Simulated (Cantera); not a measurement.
What does this Cantera script print?

```python
import numpy as np
import cantera as ct

gas = ct.Solution("gri30.yaml")
gas.TPX = 1275, 850, {'N2O': 1, 'H2O': 0.18}
reactor = ct.IdealGasConstPressureReactor(gas, energy="off", clone=False)
net = ct.ReactorNet([reactor])
net.rtol, net.atol = 1e-08, 1e-18
show = ['N2O', 'H2O', 'H2O2', 'NO', 'O2']
times = np.geomspace(7e-06, 3, 11)

steps = ct.SolutionArray(gas, extra=["t"])
rows = []
print(f"{'t/s':>10s}{'T/K':>9s}{'P/Pa':>11s}" + "".join(f"{s:>11s}" for s in show))
for t in times:
    while net.time < t:
        t_next = net.step()
        steps.append(gas.state, t=t_next)
    rows.append([np.interp(t, steps.t, y) for y in (steps.T, steps.P, *steps(*show).X.T)])
    print(f"{t:10.3e}{rows[-1][0]:9.1f}{rows[-1][1]:11.4g}" + "".join(f"{x:11.3e}" for x in rows[-1][2:]))
rate = np.gradient(steps.T, steps.t)
print("integrator steps:", len(steps.t))
if steps.T.max() > steps.T[0] + 200:
    print(f"time of steepest temperature rise: {steps.t[rate.argmax()]:.4e} s")
gas.TPX = 1275, 850, {'N2O': 1, 'H2O': 0.18}
gas.equilibrate("TP")
print(f"equilibrium (TP): T = {gas.T:.1f} K  " + "  ".join(f"{s} {gas[s].X[0]:.3e}" for s in show))
```

Result:

```
       t/s      T/K       P/Pa        N2O        H2O       H2O2         NO         O2
 7.000e-06   1275.0        850  8.475e-01  1.525e-01  4.029e-20  1.548e-10  4.873e-10
 2.560e-05   1275.0        850  8.475e-01  1.525e-01  7.201e-18  2.053e-09  6.460e-09
 9.365e-05   1275.0        850  8.475e-01  1.525e-01  1.237e-15  2.627e-08  8.266e-08
 3.425e-04   1275.0        850  8.474e-01  1.525e-01  1.965e-13  3.027e-07  9.527e-07
 1.253e-03   1275.0        850  8.474e-01  1.525e-01  2.532e-11  2.590e-06  8.160e-06
 4.583e-03   1275.0        850  8.473e-01  1.525e-01  2.144e-09  1.355e-05  4.301e-05
 1.676e-02   1275.0        850  8.468e-01  1.525e-01  9.747e-08  5.385e-05  1.821e-04
 6.131e-02   1275.0        850  8.449e-01  1.524e-01  1.918e-07  1.936e-04  7.638e-04
 2.242e-01   1275.0        850  8.379e-01  1.520e-01  1.301e-07  6.614e-04  2.906e-03
 8.202e-01   1275.0        850  8.131e-01  1.507e-01  7.244e-08  2.314e-03  1.055e-02
 3.000e+00   1275.0        850  7.314e-01  1.463e-01  2.536e-08  8.065e-03  3.609e-02
integrator steps: 779
equilibrium (TP): T = 1275.0 K  N2O 1.876e-09  H2O 1.071e-01  H2O2 2.430e-10  NO 3.487e-04  O2 2.974e-01
```

Model: GRI-Mech 3.0 (53 species, 325 reactions), integrated in Cantera. GRI-Mech 3.0 was tuned for natural gas; its chemistry of N2O as a main component is partial and can be far from experiment. Radical loss at walls, strong at low pressure, is not modelled. The mechanism lacks the step 2 NO + O2 → 2 NO2, which can matter for NO2 below about 1400 K. The temperature is held fixed by assumption; the heat of reaction is taken as removed at once.
